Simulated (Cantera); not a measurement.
Feed: 1 mol Cu, 0.22 mol CO₂, 200 mol N₂, held at 11.0 mbar.

Cantera equilibrium calculation (NASA polynomials, part measured and part estimated; ideal gas, pure solids and liquids). Candidate condensed phases: C, Cu, CuO, Cu₂O; 27 gas species. Rates play no part.

Question: Which condensed phases are stable at each of these points (T (°C)): 702, 777, 852, 927, 1002, 1077, 1152, 1227, 1302, 1377, 1452, 1527, 1602, 1677?

Answer: 
| T (°C) | condensed phases | Cu condensed (%) |
|---|---|---|
| 702 | Cu(s) | 100.0 |
| 777 | Cu(s) | 100.0 |
| 852 | Cu(s) | 100.0 |
| 927 | Cu(s) | 100.0 |
| 1002 | Cu(s) | 99.8 |
| 1077 | Cu(s) | 99.1 |
| 1152 | Cu(l) | 96.0 |
| 1227 | Cu(l) | 85.0 |
| 1302 | Cu(l) | 50.1 |
| 1377 | gas only | 0.0 |
| 1452 | gas only | 0.0 |
| 1527 | gas only | 0.0 |
| 1602 | gas only | 0.0 |
| 1677 | gas only | 0.0 |

From 702 °C to 1077 °C the condensed part is Cu(s). From 1152 °C to 1302 °C the condensed part is Cu(l). From 1377 °C to 1677 °C nothing is condensed.
